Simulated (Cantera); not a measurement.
MgCO3 + H2O (calcination and drying)

A closed system holds: 1 mol MgCO3, 0.034 mol H2O, at 352 °C.

Equilibrium computed with Cantera from the NASA thermochemical tables; the gas is ideal and each condensed phase is pure. Candidate condensed phases: C, C6H6, C7H8, C8H18, H2O, Mg, MgCO3, MgO, Mg(OH)2; 116 gas species. Rates play no part.

```csv
P (Pa),x H2O,x CO2,x H2,n MgO(s),n MgCO3(s)
10,0.0329,0.967,2.96e-12,1.00,0
42,0.0329,0.967,1.91e-12,1.00,0
180,0.0329,0.967,1.43e-12,1.00,0
750,0.0329,0.967,1.93e-12,1.00,0
3200,0.0329,0.967,3.96e-11,1.00,0
13000,0.0329,0.967,5.18e-12,1.00,0
56000,0.648,0.352,3.08e-9,0.0185,0.982
240000,0.918,0.0821,<1e-12,0.00304,0.997
1000000,0.980,0.0197,7.69e-10,0.000684,0.999
```
x: gas mole fraction; n: condensed amount in mol.

From 0.000100 bar to 0.130 bar the condensed part is MgO(s). From 0.560 bar to 10.0 bar the condensed part is MgCO3(s) + MgO(s).
